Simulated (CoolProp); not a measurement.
Vapour-liquid equilibrium of ethylene (1) + isobutane (2) at 0.303 MPa; x and y are mole fractions of (1).

The numbers come from the multi-fluid Helmholtz-energy mixture model, Smukala 2000 and Bücker 2006; pair parameters Bell 2016 in CoolProp.

Q: Give the bubble temperature and the first vapour's composition at x = 0.125, 0.2, 0.425. Is there an azeotrope?

A: x = 0.125: -19.1 °C, y = 0.764; x = 0.2: -34.0 °C, y = 0.887; x = 0.425: -58.9 °C, y = 0.978. No azeotrope shows between x = 0.05 and 0.95.

Pair parameters are fitted to limited data, so mixtures are less certain than the pure fluids.
